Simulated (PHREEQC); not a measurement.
## Alkaline etch or developer: an equilibrium model

Dissolve 0.029 mol/kgw NaOH, 0.00048 mol/kgw H4SiO4 and 0.0061 mol/kgw Na2CO3 at 20 °C. Closed to the air; pH follows from the charge balance.

Computed with PHREEQC (Pitzer model, pitzer.dat).

Each row changes one thing in this solution. Precipitation was switched off in this run.

| case | pH | ionic strength (mol/kgw) | HCO3- (mol/kgw) | SI of Natron (Na2CO3:10H2O) | SI of Nahcolite (NaHCO3) |
|---|---|---|---|---|---|
| as made | 12.53 | 0.0474 | 2.09e-5 | -4.68 | -5.82 |
| H4SiO4 left out | 12.54 | 0.0473 | 2.04e-5 | -4.68 | -5.83 |
| NaOH from 0.029 to 0.0145 mol/kgw | 12.24 | 0.0328 | 4.59e-5 | -4.99 | -5.66 |
| Na2CO3 from 0.0061 to 0.061 mol/kgw | 12.48 | 0.212 | 0.000167 | -2.92 | -4.50 |
| NaOH from 0.029 to 0.058 mol/kgw | 12.82 | 0.0765 | 9.28e-6 | -4.33 | -5.97 |
| diluted 100-fold with water | 10.64 | 0.000452 | 2.07e-5 | -10.40 | -7.73 |
| H4SiO4 from 0.00048 to 0.00024 mol/kgw | 12.54 | 0.0473 | 2.07e-5 | -4.68 | -5.83 |

Complexes and solids missing from the database can't appear.
